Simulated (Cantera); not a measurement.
Premixed flame

A freely propagating, adiabatic, planar premixed flame of 16.8 % CO, 18.5 % H2, 13.6 % O2, 51.1 % N2, equivalence ratio 1.3, unburnt at 498 K and 80000 Pa; mixture-averaged transport, grid criteria slope 0.08 and curve 0.16, no radiation.

Model: GRI-Mech 3.0 (53 species, 325 reactions), integrated in Cantera. Burning velocities carry a grid error of a few per cent, more on coarse grids.

```
z (mm)  T (K)  u (m/s)    x CO    x H2     x O2     x HO2      x OH   x H2O2
------  -----  -------  ------  ------  -------  --------  --------  -------
-2.04     498     3.80   0.168   0.185    0.136     <1e-8     <1e-8    <1e-8
-1.36     498     3.80   0.168   0.185    0.136     <1e-8     <1e-8    <1e-8
-1.02     498     3.80   0.168   0.185    0.136     <1e-8     <1e-8    <1e-8
-0.679    498     3.80   0.168   0.185    0.136   2.97e-8     <1e-8    <1e-8
-0.339    503     3.82   0.169   0.182    0.136   8.76e-5   3.31e-6  2.32e-6
-0.170    696     5.19   0.168   0.158    0.132  0.000199  0.000605  2.66e-5
0        1168     8.48   0.158  0.0867   0.0964   6.40e-5   0.00259  4.27e-6
0.170    1499     10.7   0.131  0.0353   0.0457   2.35e-5   0.00729  2.08e-6
0.339    1661     11.7   0.110  0.0301   0.0297   1.28e-5   0.00980  1.11e-6
0.679    1827     12.7  0.0938  0.0323   0.0214   7.54e-6    0.0118  5.42e-7
1.36     1982     13.7  0.0909  0.0317   0.0173   5.07e-6    0.0129  2.91e-7
2.72     2129     14.5  0.0900  0.0291   0.0137   3.33e-6    0.0128  1.72e-7
5.43     2259     15.2  0.0871  0.0262  0.00981   2.10e-6    0.0115  1.13e-7
```
x: mole fraction of selected species; z is measured from the peak of heat release.

```
Property                    Result
------------------------  --------
laminar burning velocity  380 cm/s
thermal thickness         0.679 mm
peak x(HO2)               0.000288
peak x(OH)                  0.0130
peak x(H2O2)               2.69e-5
grid points                    138
```
